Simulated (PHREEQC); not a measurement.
A solution holds 11 mmol/kgw H2SO4, 0.6 mmol/kgw ZnSO4 and 90 mmol/kgw Fe2(SO4)3, at 25 °C. Closed to the air; pH follows from the charge balance.

Computed with PHREEQC (ion-association model, wateq4f.dat).

No solid was allowed to form.

Task: Order these Fe species by the share of Fe that they hold, largest first: Fe+3, FeSO4+, Fe2(OH)2+4, FeHSO4+2, Fe(SO4)2-.

Result: FeSO4+ (70 %), Fe(SO4)2- (23 %), FeHSO4+2 (2.9 %), Fe+3 (2.6 %), Fe2(OH)2+4 (1.2 %)

Task: Order these S species by the share of S that they hold, largest first: SO4-2, Fe(SO4)2-, FeSO4+, HSO4-, FeHSO4+2.

Result: FeSO4+ (44 %), Fe(SO4)2- (29 %), SO4-2 (20 %), HSO4- (4.7 %), FeHSO4+2 (1.9 %)

The pH is 2.19 and the ionic strength 0.252 mol/kgw. Saturation is exceeded, for instance for Hematite (slow to form), Goethite (slow to form); the values hold only as long as no solid forms.
